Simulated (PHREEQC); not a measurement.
A column of 0.2 m (30 cells, dispersivity 0.016 m, 720 s a shift, diffusion coefficient 3e-10 m²/s) holds 0.03 eq of the database's cation exchanger X per kg of pore water, first in equilibrium with 0.0025 mol CdCl2, 0.0027 mol Na2SO4 and 1e-05 mol HCl per kg of water. It is flushed with 35 mmol/kgw Na2SO4, 0.38 mmol/kgw CaCl2 and 0.01 mmol/kgw HCl, at 40 °C. Values are for the last cell. The system is closed to CO2. Precipitation was switched off in this run.

Computed with PHREEQC (ion-association model, phreeqc.dat).

```json
[
 {"pore volumes": "0", "Ca in solution (mol/kgw)": "0", "S in solution (mol/kgw)": "0.00270", "Na in solution (mol/kgw)": "0.00540"},
 {"pore volumes": "0.3167", "Ca in solution (mol/kgw)": "0", "S in solution (mol/kgw)": "0.00275", "Na in solution (mol/kgw)": "0.00543"},
 {"pore volumes": "0.5167", "Ca in solution (mol/kgw)": "0", "S in solution (mol/kgw)": "0.00466", "Na in solution (mol/kgw)": "0.00699"},
 {"pore volumes": "0.8167", "Ca in solution (mol/kgw)": "2.87e-9", "S in solution (mol/kgw)": "0.0146", "Na in solution (mol/kgw)": "0.0196"},
 {"pore volumes": "1.117", "Ca in solution (mol/kgw)": "2.09e-7", "S in solution (mol/kgw)": "0.0248", "Na in solution (mol/kgw)": "0.0374"},
 {"pore volumes": "1.417", "Ca in solution (mol/kgw)": "1.26e-6", "S in solution (mol/kgw)": "0.0306", "Na in solution (mol/kgw)": "0.0505"},
 {"pore volumes": "1.617", "Ca in solution (mol/kgw)": "2.46e-6", "S in solution (mol/kgw)": "0.0326", "Na in solution (mol/kgw)": "0.0560"},
 {"pore volumes": "1.917", "Ca in solution (mol/kgw)": "4.73e-6", "S in solution (mol/kgw)": "0.0341", "Na in solution (mol/kgw)": "0.0610"},
 {"pore volumes": "2.217", "Ca in solution (mol/kgw)": "7.28e-6", "S in solution (mol/kgw)": "0.0347", "Na in solution (mol/kgw)": "0.0638"},
 {"pore volumes": "2.517", "Ca in solution (mol/kgw)": "1.00e-5", "S in solution (mol/kgw)": "0.0349", "Na in solution (mol/kgw)": "0.0655"},
 {"pore volumes": "2.717", "Ca in solution (mol/kgw)": "1.20e-5", "S in solution (mol/kgw)": "0.0349", "Na in solution (mol/kgw)": "0.0662"},
 {"pore volumes": "3.017", "Ca in solution (mol/kgw)": "1.51e-5", "S in solution (mol/kgw)": "0.0350", "Na in solution (mol/kgw)": "0.0670"}
]
```

Species that the database lacks are ignored. At this temperature some constants are extrapolated from 25 °C, and those without enthalpy data are left unchanged.
